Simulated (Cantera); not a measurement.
A freely propagating, adiabatic, planar premixed flame of C₃H₈ : O₂ : N₂ : H₂O : H₂ = 1 : 3.57 : 13.4 : 0.38 : 0.047 (molar parts), unburnt at 525 K and 9.10 bar; mixture-averaged transport, grid criteria slope 0.08 and curve 0.16, no radiation.

Cantera simulation using GRI-Mech 3.0 (53 species, 325 reactions); the numbers are that mechanism's predictions, not measurements. GRI-Mech 3.0 was tuned for natural gas; its chemistry of propane as a main component is partial and can be far from experiment. Burning velocities carry a grid error of a few per cent, more on coarse grids.

Task: Predict: laminar burning velocity; thermal thickness; peak x(CH₂).

Result: 
| Item | Value |
|---|---|
| laminar burning velocity | 34.2 cm/s |
| thermal thickness | 0.0807 mm |
| peak x(CH₂) | 3.59e-5 |
